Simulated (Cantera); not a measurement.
A closed system holds: 1 mol Al2O3, 0.08 mol C, 1.4 mol N2, at 133 Pa.

These are equilibrium values from Cantera (NASA tables, ideal gas, pure condensed phases), not measurements of a reactor. Candidate condensed phases: Al, AlN, Al2O3, C; 32 gas species. Equilibrium is a limit: real reactors are often held back by kinetics, nucleation or transport. All values below are at 2800 K.

Base state: N2 0.589, O 0.163, Al 0.0991, AlO 0.0714, CO 0.0330, Al2O 0.0224, O2 0.0121, NO 0.00763 (mole fractions); condensed: Al2O3(l).

**Question.** What changes in the equilibrium state with this change: pressure from 133 Pa to 1330 Pa?

**Answer.** 
```
species          before     after
-------------  --------  --------
N2                0.589     0.893
CO               0.0330    0.0504
Al               0.0991    0.0268
O                 0.163   0.00841
O2               0.0121  0.000320
AlO              0.0714   0.00996
Al2O             0.0224   0.00847
AlO2           0.000113   8.12e-6
Al2O2          0.000893  0.000174
NO              0.00763   0.00153
N               7.36e-5   2.86e-5
CO2            0.000873  0.000686
Al2O3(l), mol     0.744     0.958
```
